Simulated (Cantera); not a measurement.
Equilibrium for metals in furnace atmospheres: Ti + CO₂ + H₂ + CO

Feed: 1 mol Ti, 0.16 mol CO₂, 3.5 mol H₂, 6.2 mol CO, at 1625 °C.

These are equilibrium values from Cantera (NASA tables, ideal gas, pure condensed phases), not measurements of a reactor. Candidate condensed phases: C, C₆H₆, C₇H₈, C₈H₁₈, H₂O, Ti, TiC, TiO, TiO₂, Ti₂O₃, Ti₃O₅, Ti₄O₇; 113 gas species. Mutual solubility and eutectic melting of coexisting phases are not modelled. TiC, TiO: taken at fixed stoichiometry. Condensed phases not in the tables: solid solutions among these carbides, nitrides and lower oxides. Rates play no part.

```tsv
P (Pa)	x CO	x H₂	x H	x CH₄	n TiC(s)	n TiO(s)	n Ti₂O₃(s)	n C(graphite)	n Ti₃O₅(s)
10	0.614	0.339	0.0455	5.57e-12	0.415	0.563	0	0	0
41	0.622	0.355	0.0230	5.11e-11	0.419	0.577	0	0	0
160	0.625	0.363	0.0118	4.13e-10	0.420	0.579	0	0	0
670	0.627	0.367	0.00578	3.62e-9	0.420	0.580	0	0	0
2700	0.624	0.373	0.00291	3.18e-8	0.536	0	0.232	0	0
11000	0.624	0.374	0.00144	3.02e-7	0.537	0	0.232	0	0
45000	0.624	0.375	0.000713	2.89e-6	0.537	0	0.231	0	0
180000	0.624	0.375	0.000357	2.65e-5	0.538	0	0.231	0	0
740000	0.624	0.374	0.000176	0.000254	0.539	0	0.231	0	0
3000000	0.599	0.396	8.98e-5	0.00266	0.220	0	0	0.909	0.260
```
x: gas mole fraction; n: condensed amount in mol.

From 10.0 Pa to 6.70 mbar the condensed part is TiC(s) + TiO(s). From 27.0 mbar to 7.40 bar the condensed part is TiC(s) + Ti₂O₃(s). At 30.0 bar the condensed part is C(graphite) + TiC(s) + Ti₃O₅(s).
